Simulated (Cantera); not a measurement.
## Reactions in the system H-N-O-Zr

Standard-state values (1 bar) from the NASA 1993 polynomials, evaluated with Cantera. Values are per mole of reaction as written; species without (g) are pure solids or liquids, kept so even where they would boil at 1 bar. ZrN: taken at fixed stoichiometry.

OH(g) + ZrN = NO(g) + H(g) + Zr

| T (K) | ΔH° (kJ) | ΔS° (J/K) | ΔG° (kJ) | log10 K |
|---|---|---|---|---|
| 1500 | 640.0 | 147.5 | 418.8 | -14.58 |
| 1550 | 639.8 | 147.3 | 411.4 | -13.86 |
| 1600 | 639.7 | 147.2 | 404.1 | -13.19 |
| 1650 | 639.5 | 147.1 | 396.7 | -12.56 |
| 1700 | 639.3 | 147.0 | 389.4 | -11.96 |
| 1750 | 639.1 | 146.9 | 382.0 | -11.40 |
| 1800 | 639.0 | 146.8 | 374.7 | -10.87 |
